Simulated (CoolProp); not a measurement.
Aqueous ethylene glycol as a coolant, at 12 °C, 1 atm.

Model: Melinder's fits for secondary coolants, in CoolProp.

| mass % | freezing point (°C) | viscosity (mPa s) | density (kg/m³) | conductivity (W/(m K)) | Prandtl number |
|---|---|---|---|---|---|
| 4.9 | -1.5 | 1.39 | ___ | 0.564 | 10.2 |
| 11.8 | -4.1 | 1.68 | 1015 | 0.534 | 12.6 |
| 18.6 | -7.2 | 2.03 | 1024 | 0.504 | 15.7 |
| 25.4 | -11.2 | 2.46 | 1034 | 0.476 | 19.5 |
| 32.2 | -16.4 | 2.96 | 1044 | 0.449 | 24.1 |
| 39 | -22.8 | ___ | 1054 | 0.423 | 29.7 |
| 45.8 | -30.5 | ___ | 1063 | 0.398 | 36.5 |
| 52.6 | -39.7 | 5.25 | 1072 | 0.376 | 44.9 |
| 59.4 | -50.2 | 6.37 | 1081 | 0.355 | 55.0 |

Fill in the missing entries.


- 4.9, density (kg/m³): 1005
- 39, viscosity (mPa s): 3.57
- 45.8, viscosity (mPa s): 4.33
